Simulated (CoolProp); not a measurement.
Model: reference Helmholtz-energy equation of state, Gao 2022, in CoolProp.

For n-perfluorohexane, give the phase and the density (kg/m³), Joule-Thomson coefficient (K/MPa), isothermal compressibility (1/MPa), expansivity (1/kK) at 450 K and 46.1 bar.


- 450 K and 46.1 bar: supercritical; density 1160, Joule-Thomson coefficient 0.732, isothermal compressibility 0.0345, expansivity 4.61
